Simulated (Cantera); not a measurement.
A freely propagating, adiabatic, planar premixed flame of H₂ : O₂ : N₂ : H₂O = 1 : 0.294 : 1.12 : 0.25 (molar parts), unburnt at 723 K and 0.133 bar; mixture-averaged transport, grid criteria slope 0.08 and curve 0.16, no radiation.

Detailed kinetics in Cantera: the H2/O2 subset of GRI-Mech 3.0, which has no nitrogen chemistry. Burning velocities carry a grid error of a few per cent, more on coarse grids.

Problem. Predict: laminar burning velocity; thermal thickness; peak x(O); peak x(H); peak x(HO₂).

Solution. 
```json
{
 "laminar_burning_velocity": "950 cm/s",
 "thermal_thickness": "6.94 mm",
 "peak x(O)": "0.00641",
 "peak x(H)": "0.117",
 "peak x(HO₂)": "4.34e-5"
}
```
